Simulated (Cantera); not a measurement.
## Boron, boron nitride and boron oxide: B2O3 + H2O + N2

Feed: 1 mol B2O3, 14 mol H2O, 0.21 mol N2, at 1598.15 K.

Equilibrium computed with Cantera from the NASA thermochemical tables; the gas is ideal and each condensed phase is pure. Candidate condensed phases: B, BN, B2O3, B3O3H3, H2O; 39 gas species. Gases not in the tables: H3BO3. Kinetics and transport are ignored.

```json
[
 {"P (Pa)": "10", "x H2O": "0.841", "x HBO2": "0.129", "x N2": "0.0137", "x H2": "0.00876", "x O2": "0.00389", "x (HBO2)3": "4.77e-10", "x OH": "0.00187", "n B2O3(l)": "0"},
 {"P (Pa)": "32", "x H2O": "0.846", "x HBO2": "0.129", "x N2": "0.0137", "x H2": "0.00598", "x O2": "0.00264", "x (HBO2)3": "4.92e-9", "x OH": "0.00127", "n B2O3(l)": "0"},
 {"P (Pa)": "100", "x H2O": "0.849", "x HBO2": "0.129", "x N2": "0.0138", "x H2": "0.00411", "x O2": "0.00180", "x (HBO2)3": "4.83e-8", "x OH": "0.000870", "n B2O3(l)": "0"},
 {"P (Pa)": "320", "x H2O": "0.851", "x HBO2": "0.129", "x N2": "0.0138", "x H2": "0.00280", "x O2": "0.00122", "x (HBO2)3": "4.96e-7", "x OH": "0.000591", "n B2O3(l)": "0"},
 {"P (Pa)": "1000", "x H2O": "0.853", "x HBO2": "0.129", "x N2": "0.0138", "x H2": "0.00192", "x O2": "0.000834", "x (HBO2)3": "4.86e-6", "x OH": "0.000404", "n B2O3(l)": "0"},
 {"P (Pa)": "3200", "x H2O": "0.854", "x HBO2": "0.129", "x N2": "0.0138", "x H2": "0.00130", "x O2": "0.000565", "x (HBO2)3": "4.97e-5", "x OH": "0.000275", "n B2O3(l)": "0"},
 {"P (Pa)": "10000", "x H2O": "0.855", "x HBO2": "0.128", "x N2": "0.0138", "x H2": "0.000893", "x O2": "0.000386", "x (HBO2)3": "0.000473", "x OH": "0.000188", "n B2O3(l)": "0"},
 {"P (Pa)": "32000", "x H2O": "0.891", "x HBO2": "0.0912", "x N2": "0.0141", "x H2": "0.000622", "x O2": "0.000270", "x (HBO2)3": "0.00174", "x OH": "0.000131", "n B2O3(l)": "0.276"},
 {"P (Pa)": "100000", "x H2O": "0.929", "x HBO2": "0.0527", "x N2": "0.0144", "x H2": "0.000437", "x O2": "0.000190", "x (HBO2)3": "0.00327", "x OH": "9.22e-5", "n B2O3(l)": "0.543"}
]
```
x: gas mole fraction; n: condensed amount in mol.

From 10.0 Pa to 10000 Pa nothing is condensed. From 32000 Pa to 100000 Pa the condensed part is B2O3(l).
